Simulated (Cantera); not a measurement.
A perfectly stirred reactor is fed with H2 : O2 : N2 = 0.68 : 1 : 10 (molar parts), at 0.132 atm; it is held at 1075 K, and followed from long to short residence time.

Computed with Cantera and GRI-Mech 3.0 (53 species, 325 reactions). The temperature is held fixed by assumption; the heat of reaction is taken as removed at once.

x: mole fraction; the columns are a selection and need not sum to one.

```tsv
τ (s)	x H2	x O2	x H2O2	x NO	x N2O
16	3.91e-5	0.0582	1.34e-7	7.40e-8	1.55e-7
3.1	0.000115	0.0582	2.36e-7	5.41e-8	1.15e-7
0.58	[?]	0.0583	[?]	[?]	[?]
0.11	0.000904	0.0584	4.66e-7	1.93e-7	4.72e-8
0.020	0.00243	0.0590	5.16e-7	4.70e-7	2.63e-8
0.0038	0.00618	0.0608	4.93e-7	8.32e-7	1.40e-8
0.00072	[?]	[?]	[?]	[?]	[?]
```

### Question
Fill in the missing entries.

### Answer

- 0.58, x H2: 0.000331
- 0.58, x H2O2: 3.60e-7
- 0.58, x NO: 8.10e-8
- 0.58, x N2O: 7.70e-8
- 0.00072, x H2: 0.0156
- 0.00072, x O2: 0.0659
- 0.00072, x H2O2: 4.40e-7
- 0.00072, x NO: 5.94e-7
- 0.00072, x N2O: 6.35e-9
